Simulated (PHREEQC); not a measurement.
**Spent oxide etchant**

A solution holds 0.072 mol HF, 0.054 mol H2SiF6, 0.00019 mol H3BO3 and 0.26 mol HCl per kg of water, at 42 °C. Closed to the air; pH follows from the charge balance.

Model: ion-association model, phreeqc.dat, run in PHREEQC.

Each row changes one thing in this solution. No solid was allowed to form.

```csv
case,pH,ionic strength (mol/kgw),HF (mol/kgw),F- (mol/kgw),HF2- (mol/kgw)
as made,0.55,0.422,0.0709,0.000211,6.16e-5
HCl left out,1.06,0.163,0.0703,0.000568,0.000168
diluted 100-fold with water,2.51,0.00342,(withheld),0.000464,(withheld)
H2SiF6 left out,0.69,0.261,0.0708,0.000264,7.82e-5
temperature from 42 to 60 °C,0.55,0.422,0.0712,0.000152,4.61e-5
H3BO3 left out,0.55,0.422,0.0717,0.000214,6.30e-5
H2SiF6 from 0.054 to 0.108 mol/kgw,0.45,0.584,0.0710,0.000179,5.16e-5
HCl replaced by NH4Cl at the same molality,(withheld),0.423,0.0701,0.000706,0.000204
HF from 0.072 to 0.0144 mol/kgw,0.55,0.419,0.0208,6.23e-5,5.33e-6
```

### Question
Some entries are withheld; supply them.

### Answer

- diluted 100-fold with water, HF (mol/kgw): 0.00278
- diluted 100-fold with water, HF2- (mol/kgw): 5.45e-6
- HCl replaced by NH4Cl at the same molality, pH: 1.08

Complexes and solids missing from the database can't appear. Some of these states are supersaturated (in Quartz (slow to form), Chalcedony (slow to form), for instance). At this temperature some constants are extrapolated from 25 °C, and those without enthalpy data are left unchanged. SiF6-2 is the database's only silicon fluoride. Real BF4- forms and hydrolyses slowly; the run takes it at equilibrium.
